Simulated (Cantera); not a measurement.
What does this Cantera script print?

```python
import numpy as np
import cantera as ct

gas = ct.Solution("gri30.yaml")
gas.TPX = 625, 250000, {'CH4': 1, 'C2H6': 1, 'C3H8': 0.049, 'O2': 5.22, 'N2': 19.6, 'CO2': 2.3}
flame = ct.FreeFlame(gas, width=0.021)
flame.set_refine_criteria(ratio=3, slope=0.08, curve=0.16)
flame.transport_model = "mixture-averaged"
flame.solve(loglevel=0, auto=True)
z, T = flame.grid, flame.T
thick = (T[-1] - T[0]) / np.gradient(T, z).max()
show = ['CH4', 'C2H6', 'C3H8', 'HCN', 'OH', 'NO']
print(f"laminar burning velocity  {flame.velocity[0] * 100:.3f} cm/s")
print(f"burnt temperature         {T[-1]:.1f} K")
print(f"thermal thickness         {thick * 1e3:.4f} mm")
print(f"grid points               {len(z)}")
z0 = z[flame.heat_release_rate.argmax()]
print(f"{'z/mm':>9s}{'T/K':>9s}{'u/(m/s)':>9s}" + "".join(f"{s:>11s}" for s in show))
rows = []
for k in (-3, -2, -1.5, -1, -0.5, -0.25, 0, 0.25, 0.5, 1, 2, 4, 8):
    zz = z0 + k * thick
    rows.append([k * thick, np.interp(zz, z, T), np.interp(zz, z, flame.velocity),
                 *(np.interp(zz, z, flame.X[gas.species_index(s)]) for s in show)])
    print(f"{rows[-1][0] * 1e3:9.3f}{rows[-1][1]:9.1f}{rows[-1][2]:9.3f}" + "".join(f"{x:11.3e}" for x in rows[-1][3:]))
```

Output:

```
laminar burning velocity  78.437 cm/s
burnt temperature         2287.0 K
thermal thickness         0.1842 mm
grid points               142
     z/mm      T/K  u/(m/s)        CH4       C2H6       C3H8        HCN         OH         NO
   -0.553    625.3    0.786  3.422e-02  3.424e-02  1.678e-03  1.750e-10  4.848e-14  4.773e-10
   -0.368    627.8    0.790  3.406e-02  3.415e-02  1.675e-03  2.108e-09  3.304e-12  4.536e-09
   -0.276    637.9    0.805  3.367e-02  3.397e-02  1.669e-03  1.265e-08  1.039e-10  2.277e-08
   -0.184    698.2    0.888  3.193e-02  3.283e-02  1.643e-03  1.023e-07  1.359e-08  1.749e-07
   -0.092   1040.8    1.351  2.379e-02  2.279e-02  1.305e-03  9.166e-07  1.151e-05  2.449e-06
   -0.046   1415.0    1.869  1.491e-02  9.176e-03  5.817e-04  2.216e-06  1.505e-04  6.665e-06
    0.000   1782.6    2.385  4.396e-03  4.615e-04  1.421e-05  4.361e-06  1.594e-03  1.341e-05
    0.046   1942.2    2.598  3.396e-04  8.273e-07  3.178e-09  3.898e-06  4.844e-03  2.249e-05
    0.092   1995.8    2.659  1.282e-05  5.336e-10  1.362e-13  1.594e-06  6.364e-03  2.856e-05
    0.184   2057.2    2.727  2.751e-08  5.821e-15  2.470e-20  2.206e-07  6.529e-03  3.424e-05
    0.368   2126.1    2.807  8.089e-13  2.657e-21  9.017e-30  7.434e-09  5.786e-03  4.062e-05
    0.737   2189.2    2.879  2.110e-15  3.270e-27  8.721e-38  1.066e-10  4.675e-03  4.927e-05
    1.474   2236.7    2.931  1.600e-15  1.431e-27  9.176e-38  3.624e-11  3.557e-03  6.055e-05
```

Cantera simulation using GRI-Mech 3.0 (53 species, 325 reactions); the numbers are that mechanism's predictions, not measurements. Burning velocities carry a grid error of a few per cent, more on coarse grids.
